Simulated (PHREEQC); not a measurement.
Ultrapure water in contact with air or piping: speciation

A made-up water analysis in mg/L, 25 °C, pH 6.34, pe 2: Na 0.0453; K 0.0021; Ca 0.0111; Mg 0.0048; Cl 0.00126; S(6) as SO4 0.0282; Alkalinity as HCO3 0.0669; Mn(2) 0.000606.

Valence states are taken as typed.

The numbers come from PHREEQC with the ion-association model, phreeqc.dat.

The ionic strength is 3.59e-6 mol/kgw and the charge-balance error is 22.7 %.

```json
[
 {"species": "Na+", "molality": "1.97e-6", "activity": "1.97e-6", "log γ": "-0.001"},
 {"species": "CO2", "molality": "1.57e-6", "activity": "1.57e-6", "log γ": "0.000"},
 {"species": "HCO3-", "molality": "1.53e-6", "activity": "1.53e-6", "log γ": "-0.001"},
 {"species": "H+", "molality": "4.58e-7", "activity": "4.57e-7", "log γ": "-0.001"},
 {"species": "SO4-2", "molality": "2.93e-7", "activity": "2.91e-7", "log γ": "-0.004"},
 {"species": "Ca+2", "molality": "2.77e-7", "activity": "2.74e-7", "log γ": "-0.004"},
 {"species": "Mg+2", "molality": "1.97e-7", "activity": "1.96e-7", "log γ": "-0.004"},
 {"species": "K+", "molality": "5.37e-8", "activity": "5.36e-8", "log γ": "-0.001"},
 {"species": "Cl-", "molality": "3.55e-8", "activity": "3.55e-8", "log γ": "-0.001"},
 {"species": "OH-", "molality": "2.22e-8", "activity": "2.21e-8", "log γ": "-0.001"},
 {"species": "Mn+2", "molality": "1.10e-8", "activity": "1.09e-8", "log γ": "-0.004"}
]
```

This is a speciation only: nothing precipitates in the calculation.
